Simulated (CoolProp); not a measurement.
Vapour-liquid equilibrium of 1-butene (1) + acetone (2) at 0.135 MPa; x and y are mole fractions of (1).

Model: multi-fluid Helmholtz-energy mixture model, Lemmon 2005 and Lemmon 2006; pair parameters Bell 2016, in CoolProp.

| x | bubble temperature, mixture model (K) | bubble temperature, Raoult's law (K) | y, mixture model | y, Raoult's law |
|---|---|---|---|---|
| 0.05 | 320.7 | 330.2 | 0.457 | 0.263 |
| 0.2 | 294.1 | 312.7 | 0.833 | 0.670 |
| 0.35 | 285.0 | 300.8 | 0.900 | 0.834 |
| 0.5 | 281.4 | 292.1 | 0.923 | 0.913 |
| 0.65 | 279.4 | 285.5 | 0.937 | 0.955 |
| 0.8 | 277.6 | 280.1 | 0.953 | 0.980 |
| 0.95 | 275.3 | 275.7 | 0.983 | 0.996 |

The largest gap from Raoult's law is -18.6 K in bubble temperature, at x = 0.2. No azeotrope shows between x = 0.05 and 0.95.

Pair parameters are fitted to limited data, so mixtures are less certain than the pure fluids. With so large a gap from Raoult's law the liquid may split in two, which this calculation doesn't test in full.
